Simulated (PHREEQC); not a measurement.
**Acid mine or pickling water: speciation**

Synthetic water in mg/L, 54 °C, pH 2.01, pe 12:

| constituent | mg/L |
|---|---|
| Na | 548 |
| K | 508 |
| Ca | 1250 |
| Mg | 568 |
| Cl | 1190 |
| S(6) as SO4 | 9120 |
| Al | 38.9 |
| Sr | 1.83 |
| Zn | 65.6 |

Valence states are taken as typed.

Model: ion-association model, wateq4f.dat, run in PHREEQC.

Precipitation was switched off in this run.

Task: What ionic strength, charge-balance error does the model give?

Result: ionic strength 0.182 mol/kgw; charge-balance error -13.1 %.

Task: In which forms is K present?

Result: K+ 90 %, KSO4- 9.7 % of the K.

Examples of supersaturated solids here: Gypsum. Others may be too. Species that the database lacks are ignored. Constants without temperature data keep their 25 °C values here.
